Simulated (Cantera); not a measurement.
Feed: 1 mol Cu, 2.1 mol F₂, 0.26 mol N₂, held at 750 K and 10.0 Torr.

Cantera equilibrium calculation (NASA polynomials, part measured and part estimated; ideal gas, pure solids and liquids). Candidate condensed phases: Cu, CuF₂; 11 gas species. Equilibrium is a limit: real reactors are often held back by kinetics, nucleation or transport.

Base state: F₂ 0.654, NF₃ 0.191, N₂ 0.130, F 0.0257 (mole fractions); condensed: CuF₂(s).

Question: What changes in the equilibrium state with this change: N₂ from 0.26 to 34 mol?

Answer: 
```csv
species,before,after
N₂,0.130,0.968
F₂,0.654,0.0236
F,0.0257,0.00487
NF₃,0.191,0.00357
"CuF₂(s), mol",1.00,1.000
```
